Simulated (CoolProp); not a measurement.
Aqueous sodium chloride as a coolant, at 20 °C, 1 atm.

The numbers come from the Melinder's fits for secondary coolants in CoolProp.

| mass % | freezing point (°C) | Prandtl number | conductivity (W/(m K)) | density (kg/m³) | viscosity (mPa s) |
|---|---|---|---|---|---|
| 2.7 | -1.6 | 7.06 | 0.596 | 1017 | 1.04 |
| 4 | -2.4 | 7.12 | 0.595 | ___ | 1.07 |
| 5.3 | -3.2 | 7.19 | 0.593 | 1036 | 1.09 |
| 6.6 | -4.1 | 7.27 | 0.592 | 1046 | 1.12 |
| 7.9 | -5.0 | 7.37 | 0.591 | 1055 | 1.14 |
| 9.3 | -6.0 | 7.48 | 0.589 | 1065 | 1.18 |
| 10.6 | ___ | 7.60 | 0.588 | 1075 | 1.21 |
| 11.9 | -8.1 | 7.74 | 0.587 | 1085 | ___ |
| 13.2 | -9.2 | 7.89 | 0.586 | 1095 | 1.28 |
| 14.6 | -10.5 | 8.08 | 0.584 | 1105 | 1.32 |
| 15.9 | -11.8 | 8.27 | 0.583 | 1115 | 1.37 |
| 17.2 | -13.2 | 8.48 | 0.581 | 1126 | 1.41 |

Q: Complete the blanks.

A: 
- 4, density (kg/m³): 1027
- 10.6, freezing point (°C): -7.0
- 11.9, viscosity (mPa s): 1.24
